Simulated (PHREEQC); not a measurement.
Dissolve 0.00028 mol H2SiF6 and 0.22 mol HBF4 per kg of water at 25 °C. Closed to the air; pH follows from the charge balance.

Computed with PHREEQC (ion-association model, phreeqc.dat).

```json
{
 "pH": "0.76",
 "ionic_strength": "0.217 mol/kgw",
 "activity_of_water": "0.992",
 "total_alkalinity": "-882 meq/kg"
}
```

| species | molality | activity | log γ |
|---|---|---|---|
| H+ | 0.217 | 0.172 | -0.100 |
| BF4- | 0.212 | 0.158 | -0.129 |
| HF | 0.0195 | 0.0205 | 0.022 |
| H3BO3 | 0.00382 | 0.00402 | 0.022 |
| BF3OH- | 0.00379 | 0.00281 | -0.129 |
| SiF6-2 | 0.000280 | 8.10e-5 | -0.539 |
| BF2(OH)2- | 0.000251 | 0.000187 | -0.129 |
| F- | 0.000113 | 7.92e-5 | -0.155 |
| HF2- | 8.36e-6 | 6.22e-6 | -0.129 |
| H4SiO4 | 2.27e-7 | 2.39e-7 | 0.022 |
| BF(OH)3- | 1.71e-7 | 1.27e-7 | -0.129 |

Precipitation was switched off in this run. SiF6-2 is the database's only silicon fluoride. Real BF4- forms and hydrolyses slowly; the run takes it at equilibrium.
